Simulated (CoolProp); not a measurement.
100 sccm (0 °C, 1 atm) of nitrogen bubbles through liquid toluene at 338.6 K and leaves saturated at a total pressure of 0.15 MPa (ideal gas phase). Each further row changes one setting.

Model: reference Helmholtz-energy equation of state, Lemmon 2006, in CoolProp. It is a short technical equation, of lower accuracy than the large ones.

| case | vapour pressure (kPa) | mole fraction of vapour | delivery (mg/min) | delivery (sccm) | change of delivery for a bath 1 K warmer (%) |
|---|---|---|---|---|---|
| as stated | 22.9 | 0.153 | 74.1 | 18.0 | 4.6 |
| bath temperature 343.6 K | 27.6 | 0.184 | 92.9 | 22.6 | 4.6 |
| total pressure 0.3 MPa | 22.9 | 0.0764 | 34.0 | 8.27 | 4.2 |
